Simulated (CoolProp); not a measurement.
Carbon dioxide at 753.26 K and 0.959 MPa flows at 0.19 m/s in a round tube of 25 mm bore and 15 µm roughness, fully developed (64/Re and Nu = 3.66 if laminar; Colebrook and Gnielinski if turbulent). Each further row changes one setting.

Computed with CoolProp (reference Helmholtz-energy equation of state, Span 1996).

```tsv
case	Reynolds number	Darcy friction factor	pressure drop (Pa/m)	heat-transfer coefficient (W/(m² K))	mass flow (kg/h)
as stated	956	0.0669	0.325	7.79	2.26
velocity 0.38 m/s	1910	0.0335	0.651	7.79	4.52
diameter 50 mm	1910	0.0335	0.0814	3.89	9.05
```

Viscosity comes from a separate model (Laesecke 2017). Thermal conductivity comes from a separate model (Huber 2016).
